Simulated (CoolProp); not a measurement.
Properties of the fluoroketone C6F12O (FK-5-1-12) at several states.

Values from CoolProp's reference Helmholtz-energy equation of state, McLinden 2015.

```csv
T (°C),p (bar),phase,Z,cp (kJ/(kg K)),cv (kJ/(kg K)),fugacity coefficient
-12.25,0.666,liquid,0.005675,___,0.8737,0.09425
-88.15,7.95,liquid,0.08523,1.136,0.9081,8.065e-6
-72.75,0.977,liquid,0.009889,1.118,0.8930,___
178.35,44.1,supercritical,___,___,1.032,0.3857
182.75,0.273,gas,0.9954,1.019,0.9917,0.9955
-52.75,9.83,liquid,0.09304,1.100,___,___
```

Task: Some entries are withheld; supply them.

Result: 
- -12.25, cp (kJ/(kg K)): 1.089
- -72.75, fugacity coefficient: 0.0004318
- 178.35, Z: 0.3570
- 178.35, cp (kJ/(kg K)): 1.335
- -52.75, cv (kJ/(kg K)): 0.8806
- -52.75, fugacity coefficient: 0.0003604
